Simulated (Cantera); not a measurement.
An isothermal, constant-pressure homogeneous reactor starts with 56.2 % CH4, 43.8 % H2O, at 1900 K and 12.0 bar.

Detailed kinetics in Cantera: GRI-Mech 3.0 (53 species, 325 reactions). The pressure lies above the range GRI-Mech 3.0 was tuned for (to about 10 atm).

One state of this run: x CH4 = 0.0305; x H2O = 0.0120; x CO = 0.215; x CH2CO = 2.75e-6; x HO2 = <1e-12. x: mole fraction; the columns are a selection and need not sum to one.

Q: Which value of t (s) does it belong to?
A. 0.684
B. 0.154
C. 60.0
D. 0.00780

A: B, 0.154
